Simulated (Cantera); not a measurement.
An isothermal, constant-pressure homogeneous reactor starts with CH4 : H2 = 0.019 : 1 (molar parts), at 2125 K and 18.8 Torr. Integrator tolerance rtol = 1e-08.

Detailed kinetics in Cantera: GRI-Mech 3.0 (53 species, 325 reactions). GRI-Mech 3.0 stops at C3 and has no aromatics, soot or wall deposition, so with more carbon than oxygen in the feed, carbon stays in small species such as C2H2 where larger ones or solid carbon would form. Radical loss at walls, strong at low pressure, is not modelled.

Question: What does this change do: temperature 2125 to 1273 K?

Answer: 
```csv
quantity,before,after
x(CH4) at 10.0 s,1.71e-5 (gas-phase equilibrium 1.71e-5),0.0186 (gas-phase equilibrium 0.0150)
x(H2) at 10.0 s,0.968 (gas-phase equilibrium 0.968),0.981 (gas-phase equilibrium 0.983)
x(CH2) at 10.0 s,2.53e-7 (gas-phase equilibrium 2.54e-7),3.26e-12 (gas-phase equilibrium 3.57e-12)
x(C2H2) at 10.0 s,0.00903 (gas-phase equilibrium 0.00903),1.20e-6 (gas-phase equilibrium 0.00163)
x(C2H6) at 10.0 s,5.63e-12 (gas-phase equilibrium 5.66e-12),1.06e-7 (gas-phase equilibrium 2.69e-7)
x(C2H4) at 10.0 s,7.59e-7 (gas-phase equilibrium 7.59e-7),1.88e-6 (gas-phase equilibrium 0.000164)
x(C2H) at 10.0 s,5.91e-6 (gas-phase equilibrium 5.91e-6),<1e-12 (gas-phase equilibrium 2.66e-12)
```
